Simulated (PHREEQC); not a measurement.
Alkaline etch or developer: an equilibrium model

Solution (25 °C): 0.036 mol/kgw NaOH, 6.2e-06 mol/kgw CO2 and 0.1 mol/kgw (CH3)4NCl. Closed to the air; pH follows from the charge balance.

The numbers come from PHREEQC with the ion-association model, phreeqc.dat.

Precipitation was switched off in this run.

Task: Estimate the pH.

Result: pH 12.42.

Task: In which forms is C present?

Result: CO3-2 81 %, NaCO3- 19 % of the C.

(CH3)4N+ isn't in the database: it is added as a free cation with an ion size of 4 Å.
